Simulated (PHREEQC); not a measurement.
A solution holds 0.12 mol Na2CO3, 7.7e-05 mol K2SO4 and 0.00015 mol H4SiO4 per kg of water, at 85 °C and 100 atm. Closed to the air; pH follows from the charge balance.

All values are PHREEQC results (Pitzer model, pitzer.dat), not measurements.

```json
[
 {"quantity": "pH", "before": "10.44", "after": "10.41"},
 {"quantity": "ionic strength (mol/kgw)", "before": "0.346", "after": "0.346"},
 {"quantity": "CO3-2 (mol/kgw)", "before": "0.106", "after": "0.105"},
 {"quantity": "HCO3- (mol/kgw)", "before": "0.0141", "after": "0.0148"},
 {"quantity": "H2SiO4-2 (mol/kgw)", "before": "1.93e-5", "after": "0.000184"},
 {"quantity": "SI of SiO2(a) (SiO2)", "before": "-3.17", "after": "-2.14"}
]
```

Task: What was changed between the two runs?
A. H4SiO4 from 0.00015 to 0.0015 mol/kgw
B. temperature from 85 to 55 °C
C. diluted 100-fold with water
D. K2SO4 from 7.7e-05 to 0.000116 mol/kgw
E. Na2CO3 from 0.12 to 0.012 mol/kgw

Result: A, H4SiO4 from 0.00015 to 0.0015 mol/kgw

This is a speciation only: nothing precipitates in the calculation. Under pressure, the constants of complexes without a molar volume in the database are unreliable. Constants without temperature data keep their 25 °C values here.
